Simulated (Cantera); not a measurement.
Charge: 1 mol FeS, 1.1 mol SO₃, 0.086 mol H₂O, equilibrated at 1598.15 K and 1200 Pa.

These are equilibrium values from Cantera (NASA tables, ideal gas, pure condensed phases), not measurements of a reactor. The tables' stoichiometric FeO is somewhat more stable than real wüstite, so its field is too wide. FeO: taken at fixed stoichiometry. Rates play no part.

```
species        before     after
-----------  --------  --------
S₂              0.262     0.320
SO₂             0.655     0.316
H₂O            0.0412     0.258
H₂            0.00718    0.0682
SO             0.0273    0.0199
Fe            7.03e-6   1.07e-5
H₂S          0.000936   0.00982
SH            0.00101   0.00345
H             4.12e-5  0.000127
OH            9.22e-6   1.87e-5
S₂O           0.00480   0.00388
S            0.000554  0.000612
FeO(s), mol     1.000     0.154
FeS(l), mol         0     0.846
```
Gas species are given as mole fractions.

Q: Name the change that produced these shifts.
(A) SO₃ from 1.1 to 0.1 mol
(B) temperature from 1598.15 K to 775 K
(C) temperature from 1598.15 K to 700 K
(D) temperature from 1598.15 K to 998.15 K

A: A, SO₃ from 1.1 to 0.1 mol. Metal and sulfide melt together well below either melting point, which pure phases cannot show. Mutual solubility and eutectic melting of coexisting phases are not modelled. FeO, FeS: taken at fixed stoichiometry
